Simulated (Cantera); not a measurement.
**Adiabatic ignition**

An adiabatic, constant-volume homogeneous reactor starts with CH₄ : O₂ : N₂ = 1 : 0.833 : 2.17 (molar parts), at 975 K and 1.01 bar.

Cantera simulation using GRI-Mech 3.0 (53 species, 325 reactions); the numbers are that mechanism's predictions, not measurements. Below about 1000 K GRI-Mech 3.0 lacks low-temperature oxidation paths.

```json
[
 {"t (s)": "4.00e-6", "T (K)": "975", "P (bar)": "1.01", "x CH₄": "0.250", "x O₂": "0.208", "x HO₂": "5.00e-11", "x C₂H₂": "<1e-12", "x HCN": "<1e-12", "x C₂H₄": "<1e-12", "x CO₂": "<1e-12"},
 {"t (s)": "1.21e-5", "T (K)": "975", "P (bar)": "1.01", "x CH₄": "0.250", "x O₂": "0.208", "x HO₂": "1.51e-10", "x C₂H₂": "<1e-12", "x HCN": "<1e-12", "x C₂H₄": "<1e-12", "x CO₂": "<1e-12"},
 {"t (s)": "3.65e-5", "T (K)": "975", "P (bar)": "1.01", "x CH₄": "0.250", "x O₂": "0.208", "x HO₂": "4.55e-10", "x C₂H₂": "<1e-12", "x HCN": "<1e-12", "x C₂H₄": "<1e-12", "x CO₂": "<1e-12"},
 {"t (s)": "0.000110", "T (K)": "975", "P (bar)": "1.01", "x CH₄": "0.250", "x O₂": "0.208", "x HO₂": "1.37e-9", "x C₂H₂": "<1e-12", "x HCN": "<1e-12", "x C₂H₄": "<1e-12", "x CO₂": "<1e-12"},
 {"t (s)": "0.000333", "T (K)": "975", "P (bar)": "1.01", "x CH₄": "0.250", "x O₂": "0.208", "x HO₂": "4.09e-9", "x C₂H₂": "<1e-12", "x HCN": "<1e-12", "x C₂H₄": "<1e-12", "x CO₂": "<1e-12"},
 {"t (s)": "0.00101", "T (K)": "975", "P (bar)": "1.01", "x CH₄": "0.250", "x O₂": "0.208", "x HO₂": "1.19e-8", "x C₂H₂": "<1e-12", "x HCN": "<1e-12", "x C₂H₄": "<1e-12", "x CO₂": "<1e-12"},
 {"t (s)": "0.00304", "T (K)": "975", "P (bar)": "1.01", "x CH₄": "0.250", "x O₂": "0.208", "x HO₂": "3.16e-8", "x C₂H₂": "<1e-12", "x HCN": "<1e-12", "x C₂H₄": "1.46e-12", "x CO₂": "<1e-12"},
 {"t (s)": "0.00920", "T (K)": "975", "P (bar)": "1.01", "x CH₄": "0.250", "x O₂": "0.208", "x HO₂": "6.40e-8", "x C₂H₂": "<1e-12", "x HCN": "<1e-12", "x C₂H₄": "6.57e-11", "x CO₂": "<1e-12"},
 {"t (s)": "0.0278", "T (K)": "975", "P (bar)": "1.01", "x CH₄": "0.250", "x O₂": "0.208", "x HO₂": "6.95e-8", "x C₂H₂": "<1e-12", "x HCN": "<1e-12", "x C₂H₄": "1.94e-9", "x CO₂": "2.34e-11"},
 {"t (s)": "0.0840", "T (K)": "975", "P (bar)": "1.01", "x CH₄": "0.250", "x O₂": "0.208", "x HO₂": "8.50e-8", "x C₂H₂": "<1e-12", "x HCN": "<1e-12", "x C₂H₄": "1.38e-8", "x CO₂": "1.52e-10"},
 {"t (s)": "0.254", "T (K)": "975", "P (bar)": "1.01", "x CH₄": "0.250", "x O₂": "0.208", "x HO₂": "1.46e-7", "x C₂H₂": "2.95e-12", "x HCN": "<1e-12", "x C₂H₄": "8.68e-8", "x CO₂": "9.05e-10"},
 {"t (s)": "0.767", "T (K)": "977", "P (bar)": "1.01", "x CH₄": "0.250", "x O₂": "0.208", "x HO₂": "4.29e-7", "x C₂H₂": "1.44e-10", "x HCN": "<1e-12", "x C₂H₄": "1.18e-6", "x CO₂": "2.93e-8"},
 {"t (s)": "2.32", "T (K)": "2326", "P (bar)": "3.13", "x CH₄": "2.04e-9", "x O₂": "3.41e-7", "x HO₂": "5.71e-10", "x C₂H₂": "2.98e-12", "x HCN": "9.36e-7", "x C₂H₄": "<1e-12", "x CO₂": "0.0135"},
 {"t (s)": "7.00", "T (K)": "2326", "P (bar)": "3.13", "x CH₄": "2.04e-9", "x O₂": "3.41e-7", "x HO₂": "5.71e-10", "x C₂H₂": "2.98e-12", "x HCN": "9.36e-7", "x C₂H₄": "<1e-12", "x CO₂": "0.0135"}
]
```
x: mole fraction; the columns are a selection and need not sum to one.

The time of steepest temperature rise is 2.08 s. The temperature at 7.00 s is 2326 K and the equilibrium temperature comes out as 2326 K. The x(CH₄) at 7.00 s is 2.04e-9 (gas-phase equilibrium 2.32e-9), the x(O₂) at 7.00 s is 3.41e-7 (gas-phase equilibrium 3.41e-7) and the x(HO₂) at 7.00 s is 5.71e-10 (gas-phase equilibrium 5.71e-10).
